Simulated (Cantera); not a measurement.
Charge: 1 mol CHF3, 0.2 mol HCl, 1.4 mol H2, equilibrated at 2552 °C and 22.0 mbar.

These are equilibrium values from Cantera (NASA tables, ideal gas, pure condensed phases), not measurements of a reactor. Candidate condensed phases: C, C6H6, C7H8, C8H18; 118 gas species. Rates play no part.

Question: What is the equilibrium state?

Answer: 
```
Item                    Result
-------------------  ---------
x(HF)                    0.747
x(H)                     0.137
x(H2)                   0.0514
x(Cl)                   0.0326
x(HCl)                  0.0178
x(F)                   0.00876
x(C3)                  0.00195
x(C2H2 (acetylene))    0.00186
x(CF)                 0.000688
n(C(graphite))       0.950 mol
gas amount           3.965 mol
```
